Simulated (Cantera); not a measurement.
## Thermodynamics of chlorosilane synthesis and conversion, feed SiCl₄ + H₂

Charge: 1 mol SiCl₄, 1.3 mol H₂, held at 10000 Pa.

Method: chemical equilibrium by Gibbs-energy minimisation in Cantera with the NASA 1993 tables (ideal gas, pure condensed phases). Candidate condensed phases: Si; 19 gas species. The tables' values for SiCl₃ are old estimates; treat these amounts as uncertain. Equilibrium is a limit: real reactors are often held back by kinetics, nucleation or transport.

```tsv
T (K)	x H₂	x SiCl₄	x HCl	x SiHCl₃	x SiCl₃
650	0.561	0.430	0.00443	0.00443	3.11e-7
700	0.558	0.428	0.00699	0.00698	2.03e-6
750	0.555	0.424	0.0103	0.0103	1.03e-5
800	0.551	0.420	0.0145	0.0144	4.25e-5
850	0.546	0.415	0.0195	0.0192	0.000147
900	0.540	0.409	0.0254	0.0247	0.000442
950	0.533	0.403	0.0323	0.0305	0.00117
1000	0.526	0.394	0.0405	0.0361	0.00274
1050	0.517	0.384	0.0506	0.0407	0.00575
1100	0.505	0.372	0.0640	0.0433	0.0108
1150	0.491	0.355	0.0823	0.0430	0.0180
```
x: gas mole fraction; nothing condenses.

From 650 K to 1150 K nothing is condensed. The main Si-bearing gas is SiCl₄ throughout.
